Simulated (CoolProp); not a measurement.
Vapour pressure (kPa) of R152A: the reference equation beside estimates from Tc = 113.3 °C, pc = 4517 kPa, ω = 0.275. Clausius-Clapeyron is anchored at 12.65 °C with a constant enthalpy of vaporisation of 19.40 kJ/mol.

Computed with CoolProp (reference Helmholtz-energy equation of state, Outcalt 1996). It is a modified Benedict-Webb-Rubin equation, recast in Helmholtz form.

| T (°C) | reference | Clausius-Clapeyron | Peng-Robinson |
|---|---|---|---|
| -39.25 | 49.07 | 66.46 | 48.79 |
| -26.25 | 91.71 | 112.4 | 91.20 |
| -13.25 | 159.6 | 180.3 | 158.8 |
| -0.35 | 260.7 | ? | ? |
| 12.65 | 406.6 | 406.6 | 405.8 |
| 25.65 | 608.0 | 580.0 | 607.9 |
| 38.55 | 874.6 | ? | 876.3 |
| 51.55 | 1224 | 1081 | 1229 |
| 64.45 | 1664 | 1423 | ? |

Problem. Fill in the missing entries.

Solution. 
- -0.35, Clausius-Clapeyron: 275.6
- -0.35, Peng-Robinson: 259.8
- 38.55, Clausius-Clapeyron: 801.3
- 64.45, Peng-Robinson: 1674

Absolute difference from the reference over all 9 rows, mean and median: Clausius-Clapeyron 12.9 and 11.7 %, Peng-Robinson 0.4 and 0.4 %.
